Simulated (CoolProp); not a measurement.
Vapour pressure (MPa) of R365MFC: the reference equation beside estimates from Tc = 186.9 °C, pc = 3.266 MPa, ω = 0.377. Clausius-Clapeyron is anchored at 18.45 °C with a constant enthalpy of vaporisation of 29.35 kJ/mol.

Model: reference Helmholtz-energy equation of state, Lemmon 2016, in CoolProp.

```tsv
T (°C)	reference	Lee-Kesler	Clausius-Clapeyron	van der Waals	Redlich-Kwong	Soave-Redlich-Kwong	Peng-Robinson
7.35	0.02632	0.02546	0.02678	0.3113	?	0.02564	0.02634
10.15	0.02997	0.02906	0.03033	0.3293	0.08752	0.02924	0.02997
12.85	0.03386	0.03293	0.03411	0.3474	0.09626	?	0.03385
15.65	0.03832	0.03737	0.03845	0.3668	0.1060	0.03754	0.03830
18.45	0.04324	0.04228	0.04324	0.3869	0.1165	?	0.04321
21.15	0.04846	0.04750	0.04832	0.4071	0.1273	0.04765	0.04841
23.95	0.05439	0.05345	0.05410	0.4286	0.1393	?	0.05433
26.75	0.06090	0.05999	0.06045	0.4510	0.1521	0.06009	0.06082
29.45	0.06775	0.06688	0.06715	0.4732	0.1652	0.06696	0.06766
32.25	0.07549	0.07468	0.07473	0.4970	0.1797	0.07474	?
35.05	0.08391	0.08319	0.08300	0.5217	0.1951	0.08322	0.08380
```

Q: What belongs in the gaps?

A: 
- 7.35, Redlich-Kwong: 0.07910
- 12.85, Soave-Redlich-Kwong: 0.03310
- 18.45, Soave-Redlich-Kwong: 0.04244
- 23.95, Soave-Redlich-Kwong: 0.05358
- 32.25, Peng-Robinson: 0.07538

Absolute difference from the reference over all 11 rows, mean and median: Lee-Kesler 2.0 and 2.0 %, Clausius-Clapeyron 0.8 and 0.7 %, van der Waals 764.2 and 740.1 %, Redlich-Kwong 164.2 and 162.7 %, Soave-Redlich-Kwong 1.7 and 1.7 %, Peng-Robinson 0.1 and 0.1 %.
